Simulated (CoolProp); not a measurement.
Vapour-liquid equilibrium of propylene (1) + 1-butene (2) at 0.0885 MPa; x and y are mole fractions of (1).

Model: multi-fluid Helmholtz-energy mixture model, Lemmon 2013 and Lemmon 2005; pair parameters Bell 2016, in CoolProp.

| x | bubble temperature (K) | y at the bubble point | dew temperature at overall composition x (K) | liquid density (mol/L) |
|---|---|---|---|---|
| 0.05 | 259.1 | 0.199 | 262.4 | 11.41 |
| 0.15 | 251.7 | 0.472 | 260.2 | 11.76 |
| 0.25 | 245.9 | 0.641 | 257.9 | 12.10 |
| 0.35 | 241.0 | 0.752 | 255.3 | 12.43 |
| 0.45 | 237.0 | 0.828 | 252.4 | 12.76 |
| 0.55 | 233.5 | 0.881 | 249.2 | 13.08 |
| 0.65 | 230.6 | 0.921 | 245.5 | 13.41 |
| 0.75 | 228.0 | 0.951 | 241.1 | 13.74 |
| 0.85 | 225.6 | 0.974 | 235.6 | 14.07 |
| 0.95 | 223.6 | 0.992 | 228.0 | 14.41 |

No azeotrope shows between x = 0.05 and 0.95.

Pair parameters are fitted to limited data, so mixtures are less certain than the pure fluids.
